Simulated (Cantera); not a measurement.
# Equilibrium for hydrogen reduction and annealing atmospheres: Fe₃O₄ + H₂

A closed system holds: 1 mol Fe₃O₄, 190 mol H₂, at 0.0510 bar.

Cantera equilibrium calculation (NASA polynomials, part measured and part estimated; ideal gas, pure solids and liquids). Candidate condensed phases: Fe, FeO, Fe(OH)₂, Fe(OH)₃, Fe₂O₃, Fe₃O₄, H₂O; 12 gas species. Rates play no part.

From 452 °C to 852 °C the condensed part is Fe(α). From 952 °C to 1352 °C the condensed part is Fe(γ). At 1452 °C the condensed part is Fe(δ). At 1552 °C the condensed part is Fe(l).

```
T (°C)   x H₂   x H₂O       x H      x Fe      x OH     x FeO  x Fe(OH)₂       x O  n Fe(α)  n Fe(γ)  n Fe(δ)  n Fe(l)
------  -----  ------  --------  --------  --------  --------  ---------  --------  -------  -------  -------  -------
452     0.979  0.0211    <1e-12    <1e-12    <1e-12    <1e-12     <1e-12    <1e-12     3.00        0        0        0
552     0.979  0.0211  3.48e-11    <1e-12    <1e-12    <1e-12     <1e-12    <1e-12     3.00        0        0        0
652     0.979  0.0211   1.14e-9    <1e-12    <1e-12    <1e-12   5.96e-12    <1e-12     3.00        0        0        0
752     0.979  0.0211   1.91e-8    <1e-12  1.10e-12    <1e-12   4.56e-11    <1e-12     3.00        0        0        0
852     0.979  0.0211   1.95e-7  6.60e-11  2.18e-11    <1e-12   2.39e-10    <1e-12     3.00        0        0        0
952     0.979  0.0211   1.37e-6   2.21e-9  2.67e-10    <1e-12   9.54e-10    <1e-12        0     3.00        0        0
1052    0.979  0.0211   7.16e-6   4.30e-8   2.25e-9  1.57e-12    3.09e-9    <1e-12        0     3.00        0        0
1152    0.979  0.0211   2.99e-5   5.48e-7   1.41e-8  3.34e-11    8.56e-9    <1e-12        0     3.00        0        0
1252    0.979  0.0211  0.000104   4.96e-6   6.92e-8  4.73e-10    2.08e-8  6.28e-12        0     3.00        0        0
1352    0.979  0.0210  0.000309   3.40e-5   2.80e-7   4.79e-9    4.53e-8  7.28e-11        0     2.99        0        0
1452    0.978  0.0210  0.000813  0.000185   9.64e-7   3.68e-8    9.02e-8  6.36e-10        0        0     2.96        0
1552    0.976  0.0210   0.00193  0.000820   2.90e-6   2.22e-7    1.65e-7   4.40e-9        0        0        0     2.84
```
x: gas mole fraction; n: condensed amount in mol.
